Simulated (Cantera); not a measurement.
Feed: 1 mol Si₂Cl₆, 83 mol N₂, 0.4 mol NH₃, at 0.503 Torr.

Method: chemical equilibrium by Gibbs-energy minimisation in Cantera with the NASA 1993 tables (ideal gas, pure condensed phases). Candidate condensed phases: NH₄Cl, Si, Si₃N₄; 28 gas species. The feed counts by its element totals alone. Equilibrium is a limit: real reactors are often held back by kinetics, nucleation or transport. All values below are at 602 °C.

Base state: N₂ 0.972, SiCl₄ 0.0143, HCl 0.0134, H₂ 0.000332 (mole fractions); condensed: Si₃N₄(s).

What changes in the equilibrium state with this change: Si₂Cl₆ replaced by SiHCl₃?


| species | before | after |
|---|---|---|
| N₂ | 0.972 | 0.973 |
| HCl | 0.0134 | 0.0221 |
| SiCl₄ | 0.0143 | 0.00329 |
| H₂ | 0.000332 | 0.00187 |
| Si₃N₄(s), mol | 0.262 | 0.240 |
